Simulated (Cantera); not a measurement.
Feed: 1 mol AlN, 0.095 mol HCl, 0.36 mol O2, at 6.10 bar.

Equilibrium computed with Cantera from the NASA thermochemical tables; the gas is ideal and each condensed phase is pure. Candidate condensed phases: Al, AlCl3, AlN, Al2O3, H2O, NH4Cl; 45 gas species. Mutual solubility and eutectic melting of coexisting phases are not modelled. The tables' values for AlCl2 are old estimates; treat these amounts as uncertain. Rates play no part. All values below are at 1723 K.

Base state: N2 0.754, H2 0.117, AlCl3 0.0750, HCl 0.0497, AlCl2 0.00366, AlCl 0.000672, H 2.52e-5, Al2Cl6 1.32e-5 (mole fractions); condensed: AlN(s) + Al2O3(s).

Q: What changes in the equilibrium state with this change: pressure from 6.10 bar to 0.440 bar?

A: 
```csv
species,before,after
N2,0.754,0.749
H2,0.117,0.116
AlCl3,0.0750,0.0659
AlCl2,0.00366,0.0125
AlCl,0.000672,0.00894
HCl,0.0497,0.0474
Al2Cl6,1.32e-5,7.33e-7
H,2.52e-5,9.36e-5
"AlN(s), mol",0.493,0.490
"Al2O3(s), mol",0.240,0.240
```
